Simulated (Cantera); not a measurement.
What does this Cantera script print?

```python
import numpy as np
import cantera as ct

gas_names = """
    AL ALC ALN ALO ALO2 AL2 AL2O AL2O2 C CN CO CO2 C2 CCN CNC C2N2 C2O C3 C3O2 C4 C4N2 C5 N NCO NO NO2
    NO3 N2 N2O O O2 O3
""".split()
cond_names = """
    AL(cr) AL(L) ALN(s) AL2O3(a) AL2O3(L) C(gr)
""".split()


def load(file, names, dense=False):
    # The tables refer to 1 bar. Condensed volumes are neglected.
    table = {s.name: s for s in ct.Species.list_from_file(file)}
    out = []
    for n in names:
        d = dict(table[n].input_data)
        d["thermo"] = dict(d["thermo"], **{"reference-pressure": 1e5})
        if dense:
            d["equation-of-state"] = {"model": "constant-volume", "density": "1e6 g/cm^3"}
        out.append(ct.Species.from_dict(d))
    return out


gas = ct.Solution(thermo="ideal-gas", species=load("nasa_gas.yaml", gas_names))
cond = {s.name: ct.Solution(thermo="fixed-stoichiometry", species=[s], name=s.name)
        for s in load("nasa_condensed.yaml", cond_names, dense=True)}
atoms = {
    'Al': {'AL': 1},
    'CO2': {'C': 1, 'O': 2},
    'N2': {'N': 2},
}
top_T = {'ALN(s)': 2750, 'C(gr)': 4500}  # K; cautious upper limits of use, not melting points


def equilibrate(T, P, feed):
    n = {}
    for name, mol in feed.items():
        for a, k in atoms[name].items():
            n[a] = n.get(a, 0.0) + k * mol
    gas.TPX = T, P, n
    mass = sum(n.values()) * gas.mean_molecular_weight
    gas.equilibrate("TP")
    valid = [c for c in cond.values() if c.min_temp <= T <= top_T.get(c.name, c.max_temp)]
    mix = ct.Mixture([(gas, mass / gas.mean_molecular_weight)] + [(c, 0.0) for c in valid])
    mix.T, mix.P = T, P
    mix.equilibrate("TP", solver="vcs", rtol=1e-11, max_steps=5000)
    return mix


results = []
T = 750  # K
P = 5300  # Pa
for m in [6.4, 14, 22, 30, 37, 45, 53, 60, 68, 76, 83]:
    feed = {'Al': 1, 'CO2': 5.7, 'N2': m}  # mol
    mix = equilibrate(T, P, feed)
    results.append((T, P, feed, dict(zip(mix.species_names, mix.species_moles))))

top = {s: max(r[3][s] / sum(r[3][g] for g in gas_names) for r in results) for s in gas_names}
cols = sorted((s for s in top if top[s] > 1e-05), key=lambda s: -top[s])[:7]
seen = [c for c in cond_names if any(r[3].get(c, 0) > 1e-12 for r in results)]
print("log10 of partial pressures in bar; condensed amounts in mol")
print(f"{'n(N2)':>10s}" + "".join(f"{s[:9]:>10s}" for s in cols + seen))
for T, P, feed, n in results:
    ng = sum(n[g] for g in gas_names)
    print(f"{feed['N2']:10.4g}" + "".join(f"{np.log10(max(n[s] / ng * P / 1e5, 1e-99)):10.3f}" for s in cols)
          + "".join(f"{n.get(c, 0):10.4g}" for c in seen))
```

Result:

```
log10 of partial pressures in bar; condensed amounts in mol
     n(N2)        N2       CO2        CO  AL2O3(a)     C(gr)
       6.4    -1.549    -1.723    -2.234       0.5   0.08923
        14    -1.424    -1.947    -2.394       0.5         0
        22    -1.376    -2.095    -2.542       0.5         0
        30    -1.351    -2.205    -2.652       0.5         0
        37    -1.338    -2.283    -2.730       0.5         0
        45    -1.328    -2.357    -2.805       0.5         0
        53    -1.320    -2.421    -2.868       0.5         0
        60    -1.315    -2.470    -2.917       0.5         0
        68    -1.311    -2.520    -2.967       0.5         0
        76    -1.307    -2.565    -3.012       0.5         0
        83    -1.305    -2.600    -3.048       0.5         0
```

Method: chemical equilibrium by Gibbs-energy minimisation in Cantera with the NASA 1993 tables (ideal gas, pure condensed phases).
